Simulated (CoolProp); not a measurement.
A single-stage vapour-compression cycle with the fluoroketone C6F12O (FK-5-1-12): evaporating at 308.15 K (dew point), condensing at 347.15 K (bubble point), superheat 5 K, subcooling 2 K, compressor efficiency 0.9, no pressure losses. Each further row changes one setting.

Model: reference Helmholtz-energy equation of state, McLinden 2015, in CoolProp.

| case | cooling COP | pressure ratio | discharge temperature (K) | refrigerating effect (kJ/kg) | volumetric capacity (kJ/m³) |
|---|---|---|---|---|---|
| as stated | 5.12 | 3.69 | 347.1 | 54.7 | 420 |
| evaporating temperature 313.15 K | 6.32 | 3.05 | 347.1 | 58.9 | 541 |
| condensing temperature 342.15 K | 6.28 | 3.19 | 342.2 | 60.5 | 464 |
| subcooling 7 K | 5.65 | 3.69 | 347.1 | 60.5 | 464 |
| superheat 15 K | 5.49 | 3.69 | 347.1 | 63.6 | 470 |
| compressor efficiency 0.8 | 4.55 | 3.69 | 347.1 | 54.7 | 420 |

The compression ends wet for: as stated; evaporating temperature 313.15 K; condensing temperature 342.15 K; subcooling 7 K; superheat 15 K; compressor efficiency 0.8.
